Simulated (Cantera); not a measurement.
An isothermal, constant-pressure homogeneous reactor starts with H₂ : O₂ : N₂ = 0.1 : 1 : 3.8 (molar parts), equivalence ratio 0.050, at 1100 K and 0.00987 atm.

Model: the H2/O2 subset of GRI-Mech 3.0, which has no nitrogen chemistry, integrated in Cantera. Radical loss at walls, strong at low pressure, is not modelled.

x: mole fraction; the columns are a selection and need not sum to one.

```json
[
 {"t (s)": "6.00e-5", "x H₂": "0.0204", "x O₂": "0.204", "x H": "2.05e-11", "x OH": "1.31e-12", "x HO₂": "2.18e-11", "x H₂O": "<1e-12"},
 {"t (s)": "0.000200", "x H₂": "0.0204", "x O₂": "0.204", "x H": "6.22e-11", "x OH": "1.18e-11", "x HO₂": "7.27e-11", "x H₂O": "3.34e-12"},
 {"t (s)": "0.000665", "x H₂": "0.0204", "x O₂": "0.204", "x H": "2.02e-10", "x OH": "8.59e-11", "x HO₂": "2.42e-10", "x H₂O": "8.52e-11"},
 {"t (s)": "0.00221", "x H₂": "0.0204", "x O₂": "0.204", "x H": "?", "x OH": "9.52e-10", "x HO₂": "8.16e-10", "x H₂O": "2.51e-9"},
 {"t (s)": "0.00736", "x H₂": "0.0204", "x O₂": "0.204", "x H": "?", "x OH": "3.52e-7", "x HO₂": "7.85e-9", "x H₂O": "1.22e-6"},
 {"t (s)": "0.0245", "x H₂": "0.000845", "x O₂": "0.191", "x H": "?", "x OH": "0.00104", "x HO₂": "8.36e-7", "x H₂O": "0.0161"},
 {"t (s)": "0.0815", "x H₂": "0.000401", "x O₂": "0.192", "x H": "?", "x OH": "0.000755", "x HO₂": "7.71e-7", "x H₂O": "0.0180"},
 {"t (s)": "0.271", "x H₂": "0.000173", "x O₂": "0.194", "x H": "?", "x OH": "0.000495", "x HO₂": "6.52e-7", "x H₂O": "0.0197"},
 {"t (s)": "0.903", "x H₂": "2.78e-5", "x O₂": "0.196", "x H": "?", "x OH": "0.000197", "x HO₂": "3.40e-7", "x H₂O": "0.0205"},
 {"t (s)": "3.00", "x H₂": "2.70e-6", "x O₂": "0.196", "x H": "?", "x OH": "6.18e-5", "x HO₂": "8.46e-8", "x H₂O": "0.0206"},
 {"t (s)": "10.0", "x H₂": "3.21e-7", "x O₂": "0.196", "x H": "?", "x OH": "2.16e-5", "x HO₂": "1.53e-8", "x H₂O": "0.0206"}
]
```

### Question
Some entries are withheld; supply them.

### Answer

- 0.00221, x H: 1.60e-9
- 0.00736, x H: 5.67e-7
- 0.0245, x H: 0.00587
- 0.0815, x H: 0.00340
- 0.271, x H: 0.000892
- 0.903, x H: 5.55e-5
- 3.00, x H: 1.71e-6
- 10.0, x H: 7.25e-8
